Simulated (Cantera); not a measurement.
Charge: 1 mol Pb, 0.022 mol O2, 0.27 mol H2, at 950 K and 6.70 bar.

Method: chemical equilibrium by Gibbs-energy minimisation in Cantera with the NASA 1993 tables (ideal gas, pure condensed phases). Candidate condensed phases: H2O, Pb, PbO, PbO2, Pb3O4; 12 gas species. Kinetics and transport are ignored.

Problem. What is the equilibrium state?

Solution. 
```
Property                                Result
----------------------------------  ----------
x(H2)                                    0.837
x(H2O)                                   0.163
n(Pb(l))                              1.00 mol
gas amount                          0.2700 mol
log10 activity of PbO2(s) (absent)      -18.06
```
